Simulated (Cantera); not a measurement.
## Stirred combustor or abatement burner

A perfectly stirred reactor is fed with CH4 : CO : O2 : N2 = 1 : 0.096 : 1.14 : 5.8 (molar parts), equivalence ratio 1.8, at 1.00 bar; it is adiabatic with a 300 K inlet, and is followed from long to short residence time, starting on the burning branch (τ in s: 0.087, 0.036, 0.015, 0.0062, 0.0026, 0.0011, 0.00045, 0.00019, 7.7e-05, 3.2e-05).

Cantera simulation using GRI-Mech 3.0 (53 species, 325 reactions); the numbers are that mechanism's predictions, not measurements.

```tsv
τ (s)	T (K)	x CH4	x CO	x O2	x H2O2	x C2H4
0.087	1552	0.0152	0.0653	0.00417	2.36e-8	0.000727
0.036	1509	0.0179	0.0696	0.00864	6.50e-8	0.00139
0.015	300	0.124	0.0119	0.142	<1e-12	<1e-12
0.0062	300	0.124	0.0119	0.142	<1e-12	<1e-12
0.0026	300	0.124	0.0119	0.142	<1e-12	<1e-12
0.0011	300	0.124	0.0119	0.142	<1e-12	<1e-12
0.00045	300	0.124	0.0119	0.142	<1e-12	<1e-12
0.00019	300	0.124	0.0119	0.142	<1e-12	<1e-12
7.7e-5	300	0.124	0.0119	0.142	<1e-12	<1e-12
3.2e-5	300	0.124	0.0119	0.142	<1e-12	<1e-12
```
x: mole fraction; the columns are a selection and need not sum to one.
